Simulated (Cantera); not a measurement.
Input: 1 mol Pb, 0.14 mol CO, equilibrated at 1200 Pa.

Equilibrium computed with Cantera from the NASA thermochemical tables; the gas is ideal and each condensed phase is pure. Candidate condensed phases: C, Pb, PbO, PbO₂, Pb₃O₄; 15 gas species. Rates play no part.

### Question
What share of the Pb ends up in condensed phases as a function of T (K), at 1098, 1123, 1148, 1173, 1198, 1223, 1248, 1273, 1298, 1323, 1348, 1373, 1398?

### Answer
| T (K) | Pb condensed (%) | as |
|---|---|---|
| 1098 | 99.9 | Pb(l) |
| 1123 | 99.8 | Pb(l) |
| 1148 | 99.7 | Pb(l) |
| 1173 | 99.5 | Pb(l) |
| 1198 | 99.2 | Pb(l) |
| 1223 | 98.9 | Pb(l) |
| 1248 | 98.3 | Pb(l) |
| 1273 | 97.5 | Pb(l) |
| 1298 | 96.2 | Pb(l) |
| 1323 | 94.2 | Pb(l) |
| 1348 | 90.7 | Pb(l) |
| 1373 | 83.9 | Pb(l) |
| 1398 | 65.7 | Pb(l) |
